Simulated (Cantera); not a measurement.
What does this Cantera script print?

```python
import numpy as np
import cantera as ct

gas_names = [...]  # 113 gases of nasa_gas.yaml made of C, F, H, Si
cond_names = """
    C(gr) C6H6(L) C7H8(L) C8H18(L),n-octa Si(cr) Si(L) SiC(b)
""".split()


# ... load() reads the species with a 1 bar reference pressure and builds the phases ...
atoms = {
    'CH3F': {'C': 1, 'H': 3, 'F': 1},
    'Si': {'Si': 1},
    'H2': {'H': 2},
}
top_T = {'C(gr)': 4500, 'SiC(b)': 3050}  # K; cautious upper limits of use, not melting points


# ... equilibrate(T, P, feed) seeds the gas with the atoms and calls Mixture.equilibrate('TP', solver="vcs", rtol=1e-11, max_steps=5000) ...
results = []
T = 3223.15  # K
P = 30  # Pa
for m in [0.22, 0.44, 0.66, 0.89, 1.1, 1.3, 1.6]:
    feed = {'CH3F': 1, 'Si': m, 'H2': 2.5}  # mol
    mix = equilibrate(T, P, feed)
    results.append((T, P, feed, dict(zip(mix.species_names, mix.species_moles))))

top = {s: max(r[3][s] / sum(r[3][g] for g in gas_names) for r in results) for s in gas_names}
cols = sorted((s for s in top if top[s] > 0.001), key=lambda s: -top[s])[:7]
seen = [c for c in cond_names if any(r[3].get(c, 0) > 1e-12 for r in results)]
print("log10 of partial pressures in bar; condensed amounts in mol")
print(f"{'n(Si)':>10s}" + "".join(f"{s[:9]:>10s}" for s in cols + seen))
for T, P, feed, n in results:
    ng = sum(n[g] for g in gas_names)
    print(f"{feed['Si']:10.4g}" + "".join(f"{np.log10(max(n[s] / ng * P / 1e5, 1e-99)):10.3f}" for s in cols)
          + "".join(f"{n.get(c, 0):10.4g}" for c in seen))
```

Output:

```
log10 of partial pressures in bar; condensed amounts in mol
     n(Si)         H        Si         C         F        HF        C2       SiF
      0.22    -3.628    -5.189    -4.608    -4.635    -5.169    -5.862    -6.756
      0.44    -3.637    -4.897    -4.616    -4.645    -5.189    -5.879    -6.475
      0.66    -3.646    -4.730    -4.625    -4.655    -5.208    -5.895    -6.318
      0.89    -3.656    -4.610    -4.633    -4.665    -5.227    -5.912    -6.207
       1.1    -3.664    -4.526    -4.640    -4.674    -5.244    -5.927    -6.132
       1.3    -3.672    -4.461    -4.647    -4.682    -5.261    -5.941    -6.076
       1.6    -3.683    -4.382    -4.658    -4.695    -5.284    -5.961    -6.010
```

Equilibrium computed with Cantera from the NASA thermochemical tables; the gas is ideal and each condensed phase is pure. The tables' values for SiF, SiF2 are old estimates; treat these amounts as uncertain.
